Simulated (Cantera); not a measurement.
## Fluorocarbon and chlorocarbon gases: c-C4F8 + H2

A closed system holds: 1 mol c-C4F8, 0.97 mol H2, held at 2748 K and 1.80 Torr.

Equilibrium computed with Cantera from the NASA thermochemical tables; the gas is ideal and each condensed phase is pure. Candidate condensed phases: C, C6H6, C7H8, C8H18; 95 gas species. The feed counts by its element totals alone. The numbers say what is thermodynamically allowed, not how fast it happens.

```json
{
 "x(F)": "0.675",
 "x(HF)": "0.243",
 "x(CF)": "0.0440",
 "x(CF2)": "0.0255",
 "x(C3)": "0.00685",
 "x(H)": "0.00260",
 "x(C)": "0.00154",
 "x(C2)": "0.000662",
 "x(C5)": "5.45e-5",
 "n(C(graphite))": "3.26 mol",
 "gas_amount": "7.891 mol"
}
```
